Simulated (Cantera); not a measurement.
Predominance diagram of Li at 950 K against the partial pressures of O2 and H2O (log10, bar). Source: NASA polynomial tables (part measured, part estimated), evaluated in Cantera. Candidates: Li(l), LiH(s), LiOH(l), Li2O(s). Only these pure phases compete in this equilibrium. Not in the tables: the peroxide.

```
log p(H2O) \ log p(O2)
        columns: -30, -28.5, -27, -25.5, -24, -22.5, -21, -19.5, -18, -16.5, -15, -13.5, -12, -10.5, -9, -7.5, -6, -4.5, -3, -1.5, 0
      0  A A A A A B B B B B B B B B B B B B B B B
   -1.2  A A A C C C C C C C C C C C C C C C C C C
   -2.4  A A C C C C C C C C C C C C C C C C C C C
   -3.6  C C C C C C C C C C C C C C C C C C C C C
   -4.9  C C C C C C C C C C C C C C C C C C C C C
   -6.1  C C C C C C C C C C C C C C C C C C C C C
   -7.3  C C C C C C C C C C C C C C C C C C C C C
   -8.5  C C C C C C C C C C C C C C C C C C C C C
   -9.7  C C C C C C C C C C C C C C C C C C C C C
  -10.9  C C C C C C C C C C C C C C C C C C C C C
  -12.1  C C C C C C C C C C C C C C C C C C C C C
  -13.4  C C C C C C C C C C C C C C C C C C C C C
  -14.6  C C C C C C C C C C C C C C C C C C C C C
  -15.8  C C C C C C C C C C C C C C C C C C C C C
    -17  C C C C C C C C C C C C C C C C C C C C C
```

A: out of reach (another gas would pass 10 bar, or a non-metal would condense); B: LiOH(l); C: Li2O(s).
